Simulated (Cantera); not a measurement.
Equilibrium for boron, boron nitride and boron oxide: B2H6 + O2 + H2

Charge: 1 mol B2H6, 0.32 mol O2, 0.83 mol H2, at 0.0540 bar.

Method: chemical equilibrium by Gibbs-energy minimisation in Cantera with the NASA 1993 tables (ideal gas, pure condensed phases). Candidate condensed phases: B, B2O3, B3O3H3, H2O; 23 gas species. The feed counts by its element totals alone. Mutual solubility and eutectic melting of coexisting phases are not modelled. The tables' values for BH2 are old estimates; treat these amounts as uncertain. Gases not in the tables: B2H6 and higher boranes. Rates play no part.

From 1127 °C to 1352 °C the condensed part is B(s) + B2O3(l). From 1427 °C to 2027 °C the condensed part is B(s). The main B-bearing gas is B3O3H3 at 1127 °C and HBO at 2027 °C. The share of B in condensed phases is highest at 1127 °C (98.0 %) and lowest at 2027 °C (67.4 %).

```json
[
 {"T (°C)": "1127", "x H2": "0.993", "x HBO": "0.00479", "x BO": "3.06e-6", "x H": "2.09e-5", "x B2O2": "0.000230", "n B(s)": "1.56", "n B2O3(l)": "0.200"},
 {"T (°C)": "1202", "x H2": "0.985", "x HBO": "0.0116", "x BO": "1.76e-5", "x H": "5.54e-5", "x B2O2": "0.00109", "n B(s)": "1.55", "n B2O3(l)": "0.188"},
 {"T (°C)": "1277", "x H2": "0.966", "x HBO": "0.0255", "x BO": "8.55e-5", "x H": "0.000133", "x B2O2": "0.00441", "n B(s)": "1.52", "n B2O3(l)": "0.157"},
 {"T (°C)": "1352", "x H2": "0.925", "x HBO": "0.0514", "x BO": "0.000357", "x H": "0.000292", "x B2O2": "0.0156", "n B(s)": "1.46", "n B2O3(l)": "0.0753"},
 {"T (°C)": "1427", "x H2": "0.888", "x HBO": "0.0733", "x BO": "0.000987", "x H": "0.000598", "x B2O2": "0.0280", "n B(s)": "1.39", "n B2O3(l)": "0"},
 {"T (°C)": "1502", "x H2": "0.883", "x HBO": "0.0796", "x BO": "0.00193", "x H": "0.00117", "x B2O2": "0.0286", "n B(s)": "1.38", "n B2O3(l)": "0"},
 {"T (°C)": "1577", "x H2": "0.878", "x HBO": "0.0842", "x BO": "0.00351", "x H": "0.00217", "x B2O2": "0.0280", "n B(s)": "1.38", "n B2O3(l)": "0"},
 {"T (°C)": "1652", "x H2": "0.873", "x HBO": "0.0873", "x BO": "0.00600", "x H": "0.00384", "x B2O2": "0.0267", "n B(s)": "1.37", "n B2O3(l)": "0"},
 {"T (°C)": "1727", "x H2": "0.868", "x HBO": "0.0890", "x BO": "0.00970", "x H": "0.00652", "x B2O2": "0.0249", "n B(s)": "1.36", "n B2O3(l)": "0"},
 {"T (°C)": "1802", "x H2": "0.861", "x HBO": "0.0891", "x BO": "0.0149", "x H": "0.0106", "x B2O2": "0.0226", "n B(s)": "1.36", "n B2O3(l)": "0"},
 {"T (°C)": "1877", "x H2": "0.852", "x HBO": "0.0875", "x BO": "0.0218", "x H": "0.0168", "x B2O2": "0.0198", "n B(s)": "1.36", "n B2O3(l)": "0"},
 {"T (°C)": "1952", "x H2": "0.841", "x HBO": "0.0839", "x BO": "0.0304", "x H": "0.0256", "x B2O2": "0.0169", "n B(s)": "1.35", "n B2O3(l)": "0"},
 {"T (°C)": "2027", "x H2": "0.826", "x HBO": "0.0784", "x BO": "0.0403", "x H": "0.0379", "x B2O2": "0.0137", "n B(s)": "1.35", "n B2O3(l)": "0"}
]
```
x: gas mole fraction; n: condensed amount in mol.
